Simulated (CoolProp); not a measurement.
A single-stage vapour-compression cycle with R22: evaporating at 265.15 K (dew point), condensing at 312.15 K (bubble point), superheat 8 K, subcooling 5 K, compressor efficiency 0.7, no pressure losses. Each further row changes one setting.

The numbers come from the reference Helmholtz-energy equation of state, Kamei 1995 in CoolProp.

| case | cooling COP | pressure ratio | discharge temperature (K) | refrigerating effect (kJ/kg) | volumetric capacity (kJ/m³) |
|---|---|---|---|---|---|
| as stated | … | 3.93 | 360.6 | 166 | 2610 |
| evaporating temperature 270.15 K | 3.76 | … | 355.2 | … | … |
| condensing temperature 307.15 K | 3.72 | … | … | 172 | 2710 |
| subcooling 10 K | 3.36 | 3.93 | 360.6 | 172 | 2710 |
| superheat 18 K | 3.22 | 3.93 | … | 173 | … |
| compressor efficiency 0.6 | 2.78 | 3.93 | 370.9 | 166 | 2610 |

Complete the blanks.


- as stated, cooling COP: 3.24
- evaporating temperature 270.15 K, pressure ratio: 3.32
- evaporating temperature 270.15 K, refrigerating effect (kJ/kg): 168
- evaporating temperature 270.15 K, volumetric capacity (kJ/m³): 3110
- condensing temperature 307.15 K, pressure ratio: 3.47
- condensing temperature 307.15 K, discharge temperature (K): 352.2
- superheat 18 K, discharge temperature (K): 372.0
- superheat 18 K, volumetric capacity (kJ/m³): 2600
